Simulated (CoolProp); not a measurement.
The fluid at 507.03 K and 0.0228 MPa is compressed adiabatically to 0.124 MPa with isentropic efficiency 0.85. The same conditions are run with several fluids, on thermodynamics alone (safety and materials aside).

Values from CoolProp's reference Helmholtz-energy equation of state of each fluid (octamethylcyclotetrasiloxane (D4): Thol 2015; toluene: Lemmon 2006; oxygen: Schmidt 1985; isobutane: Bücker 2006; n-undecane: Aleksandrov 2011).

Task: Rank octamethylcyclotetrasiloxane (D4), toluene, oxygen, isobutane, n-undecane by work (kJ/kg), highest first.

Result: oxygen (330), isobutane (151), toluene (94.2), n-undecane (53.3), octamethylcyclotetrasiloxane (D4) (28.0)

```
fluid                              final temperature (K)  final density (kg/m³)
---------------------------------  ---------------------  ---------------------
octamethylcyclotetrasiloxane (D4)                  523.6                   8.91
toluene                                            556.4                   2.50
oxygen                                             830.1                  0.575
isobutane                                          563.2                   1.54
n-undecane                                         529.5                   4.64
```

Above 300 K oxygen's equation is extrapolated.
